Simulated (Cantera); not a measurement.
An isothermal plug-flow reactor at 1075 K and 0.400 bar (inlet), inlet velocity 2.4 m/s, active area per volume 1300 1/m; feed CH4 : O2 : N2 : H2O = 0.0034 : 0.01 : 0.79 : 0.08 (molar parts), equivalence ratio 0.68.

Cantera simulation using Deutschmann's 1995 Pt surface mechanism with GRI-Mech 3.0 gas chemistry; the numbers are that mechanism's predictions, not measurements. Catalytic surfaces can have several steady states; this one follows from the mechanism file's or the stated starting coverage. Mass transfer to the wall is taken as infinitely fast.

One state of this run: x CH4 = 0.00259; x O2 = 0.00881; x H2O = 0.0931; x CO2 = 0.00125; x CO = 3.37e-6; θ free Pt = 0.508; θ O* = 0.489; θ OH* = 0.00339. x: gas mole fraction; θ: surface coverage.

Task: Which value of z (m) does it belong to?
(A) 0.0037
(B) 0.00012
(C) 0.0012
(D) 0.00066

Result: C, 0.0012
